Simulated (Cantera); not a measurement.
Charge: 1 mol C₆H₆, 0.025 mol O₂, 3.1 mol N₂, held at 1200 K and 8400000 Pa.

Method: chemical equilibrium by Gibbs-energy minimisation in Cantera with the NASA 1993 tables (ideal gas, pure condensed phases). Candidate condensed phases: C, C₆H₆, C₇H₈, C₈H₁₈, H₂O; 136 gas species. The ideal-gas law is rough above about 30 bar. Kinetics and transport are ignored.

### Question
What is the equilibrium state?

### Answer
```json
{
  "x(N₂)": "0.567",
  "x(H₂)": "0.301",
  "x(CH₄)": "0.121",
  "x(CO)": "0.00547",
  "x(H₂O)": "0.00359",
  "x(NH₃)": "0.00200",
  "x(CO₂)": "4.75e-5",
  "x(C₂H₆)": "3.72e-5",
  "x(HCN)": "3.08e-5",
  "n(C(graphite))": "5.31 mol",
  "gas_amount": "5.460 mol"
}
```
